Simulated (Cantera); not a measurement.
Cantera run, input and output.

```python
import numpy as np
import cantera as ct

gas = ct.Solution("gri30.yaml")
gas.TPX = 1598, 100000, {'C3H8': 1, 'H2': 18}
reactor = ct.IdealGasConstPressureReactor(gas, energy="off", clone=False)
net = ct.ReactorNet([reactor])
net.rtol, net.atol = 1e-08, 1e-18
show = ['C3H8', 'H2', 'C2H', 'C2H2', 'C2H4']
times = np.geomspace(5e-06, 1, 11)

steps = ct.SolutionArray(gas, extra=["t"])
rows = []
print(f"{'t/s':>10s}{'T/K':>9s}{'P/Pa':>11s}" + "".join(f"{s:>11s}" for s in show))
for t in times:
    while net.time < t:
        t_next = net.step()
        steps.append(gas.state, t=t_next)
    rows.append([np.interp(t, steps.t, y) for y in (steps.T, steps.P, *steps(*show).X.T)])
    print(f"{t:10.3e}{rows[-1][0]:9.1f}{rows[-1][1]:11.4g}" + "".join(f"{x:11.3e}" for x in rows[-1][2:]))
rate = np.gradient(steps.T, steps.t)
print("integrator steps:", len(steps.t))
if steps.T.max() > steps.T[0] + 200:
    print(f"time of steepest temperature rise: {steps.t[rate.argmax()]:.4e} s")
gas.TPX = 1598, 100000, {'C3H8': 1, 'H2': 18}
gas.equilibrate("TP")
print(f"equilibrium (TP): T = {gas.T:.1f} K  " + "  ".join(f"{s} {gas[s].X[0]:.3e}" for s in show))
```

Output:

```
       t/s      T/K       P/Pa       C3H8         H2        C2H       C2H2       C2H4
 5.000e-06   1598.0      1e+05  3.812e-02  9.339e-01  1.396e-10  6.575e-05  1.205e-02
 1.695e-05   1598.0      1e+05  7.125e-03  9.051e-01  6.590e-09  2.074e-03  3.855e-02
 5.743e-05   1598.0      1e+05  1.934e-04  8.989e-01  8.376e-09  7.775e-03  3.960e-02
 1.947e-04   1598.0      1e+05  1.867e-06  8.992e-01  4.715e-09  1.293e-02  3.453e-02
 6.598e-04   1598.0      1e+05  9.627e-08  8.997e-01  4.651e-09  1.994e-02  2.709e-02
 2.236e-03   1598.0      1e+05  4.459e-08  9.006e-01  6.605e-09  3.168e-02  1.455e-02
 7.579e-03   1598.0      1e+05  1.442e-08  9.013e-01  7.710e-09  4.052e-02  5.093e-03
 2.569e-02   1598.0      1e+05  1.183e-08  9.013e-01  7.781e-09  4.134e-02  4.182e-03
 8.706e-02   1598.0      1e+05  1.186e-08  9.012e-01  7.756e-09  4.124e-02  4.171e-03
 2.951e-01   1598.0      1e+05  1.192e-08  9.009e-01  7.704e-09  4.102e-02  4.151e-03
 1.000e+00   1598.0      1e+05  1.197e-08  9.006e-01  7.663e-09  4.085e-02  4.134e-03
integrator steps: 950
equilibrium (TP): T = 1598.0 K  C3H8 1.198e-08  H2 9.006e-01  C2H 7.660e-09  C2H2 4.084e-02  C2H4 4.133e-03
```

Model: GRI-Mech 3.0 (53 species, 325 reactions), integrated in Cantera. GRI-Mech 3.0 was tuned for natural gas; its chemistry of propane as a main component is partial and can be far from experiment. GRI-Mech 3.0 stops at C3 and has no aromatics, soot or wall deposition, so with more carbon than oxygen in the feed, carbon stays in small species such as C2H2 where larger ones or solid carbon would form.
